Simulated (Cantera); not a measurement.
A perfectly stirred reactor is fed with C₂H₆ : H₂ = 1 : 22 (molar parts), at 21.8 Torr; it is held at 1800 K, and followed from long to short residence time.

Cantera simulation using GRI-Mech 3.0 (53 species, 325 reactions); the numbers are that mechanism's predictions, not measurements. GRI-Mech 3.0 stops at C3 and has no aromatics, soot or wall deposition, so with more carbon than oxygen in the feed, carbon stays in small species such as C2H2 where larger ones or solid carbon would form. Radical loss at walls, strong at low pressure, is not modelled.

### Question
What does this change do: pressure from 21.8 Torr to 1.01 bar?

### Answer
| quantity | before | after |
|---|---|---|
| x(C₂H₆) at τ = 12.0 s | 3.17e-7 | 1.03e-6 |
| x(H₂) at τ = 12.0 s | 0.956 | 0.954 |
| x(CH₃) at τ = 12.0 s | 0.000137 | 7.63e-5 |
| x(CH₂) at τ = 12.0 s | 3.27e-7 | 3.15e-8 |
| x(C₂H₂) at τ = 12.0 s | 0.0384 | 0.0345 |
| x(C₂H₆) at τ = 44.0 ms | 6.47e-5 | 1.50e-5 |
| x(H₂) at τ = 44.0 ms | 0.942 | 0.946 |
| x(CH₃) at τ = 44.0 ms | 0.00169 | 0.000203 |
| x(CH₂) at τ = 44.0 ms | 4.22e-6 | 8.77e-8 |
| x(C₂H₂) at τ = 44.0 ms | 0.0262 | 0.0276 |
